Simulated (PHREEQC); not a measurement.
Consider water at 25 °C with 0.0085 mol NH4Cl and 0.011 mol Na2CO3 per kg of water. Closed to the air; pH follows from the charge balance.

All values are PHREEQC results (ion-association model, phreeqc.dat), not measurements.

| quantity | before | after |
|---|---|---|
| pH | 9.86 | 8.54 |
| ionic strength (mol/kgw) | 0.0266 | 0.0966 |
| NH3 (mol/kgw) | 0.00660 | 0.0106 |
| NH4+ (mol/kgw) | 0.00189 | 0.0743 |

### Question
Name the change that produced these shifts.
A) NH4Cl from 0.0085 to 0.085 mol/kgw
B) Na2CO3 from 0.011 to 0.0022 mol/kgw
C) 0.0003 mol/kgw H3PO4 added
D) NH4Cl from 0.0085 to 0.0425 mol/kgw
E) NH4Cl from 0.0085 to 0.00765 mol/kgw

### Answer
A, NH4Cl from 0.0085 to 0.085 mol/kgw

This is a speciation only: nothing precipitates in the calculation.
